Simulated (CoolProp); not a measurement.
Saturation properties of ethylbenzene (Tc = 617.1 K, pc = 3.622 MPa, ω = 0.304).

Model: reference Helmholtz-energy equation of state, Zhou 2012, in CoolProp.

| T (K) | p (MPa) | liquid density (kg/m³) | liquid cp (kJ/(kg K)) |
|---|---|---|---|
| 382.1 | 0.04585 | 786.7 | 2.039 |
| 395.6 | 0.06906 | 773.7 | 2.089 |
| 409.2 | 0.1010 | 760.4 | 2.141 |
| 422.8 | 0.1436 | 746.7 | 2.193 |
| 436.3 | 0.1985 | 732.8 | 2.245 |
| 449.9 | 0.2690 | 718.2 | 2.299 |
| 463.4 | 0.3564 | 703.3 | 2.354 |
| 477 | 0.4648 | 687.6 | 2.410 |
| 490.5 | 0.5953 | 671.3 | 2.469 |
| 504.1 | 0.7528 | 654.0 | 2.532 |
| 517.7 | 0.9396 | 635.7 | 2.600 |
| 531.2 | 1.157 | 616.2 | 2.676 |

It boils at 409.3 K under 1 atm.
